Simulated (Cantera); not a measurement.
Input: 1 mol SiH₂Cl₂, 0.26 mol Cl₂, 12 mol H₂, equilibrated at 1375 K and 1.00 bar.

Equilibrium computed with Cantera from the NASA thermochemical tables; the gas is ideal and each condensed phase is pure. Candidate condensed phases: Si; 19 gas species. The tables' values for SiCl₃ are old estimates; treat these amounts as uncertain. Equilibrium is a limit: real reactors are often held back by kinetics, nucleation or transport.

Base state: H₂ 0.895, HCl 0.0648, SiCl₂ 0.0135, SiCl₄ 0.0105, SiHCl₃ 0.00927, SiCl₃ 0.00557, SiH₂Cl₂ 0.00121, SiH₃Cl 4.52e-5 (mole fractions); condensed: Si(s).

Q: What changes in the equilibrium state with this change: SiH₂Cl₂ replaced by Si₂H₆?

A: 
```
species      before     after
----------  -------  --------
H₂            0.895     0.971
HCl          0.0648    0.0261
SiCl₂        0.0135   0.00202
SiCl₄        0.0105  0.000235
SiCl₃       0.00557  0.000321
SiHCl₃      0.00927  0.000558
SiH₂Cl₂     0.00121  0.000196
Si(s), mol    0.441      1.95
```
The feed counts by its element totals alone.

Q: What changes in the equilibrium state with this change: SiH₂Cl₂ replaced by SiHCl₃?

A: 
```
species      before    after
----------  -------  -------
H₂            0.895    0.865
HCl          0.0648   0.0737
SiCl₄        0.0105   0.0188
SiHCl₃      0.00927   0.0141
SiCl₂        0.0135   0.0181
SiCl₃       0.00557  0.00861
SiH₂Cl₂     0.00121  0.00156
SiH₃Cl      4.52e-5  4.97e-5
Si(s), mol    0.441    0.160
```
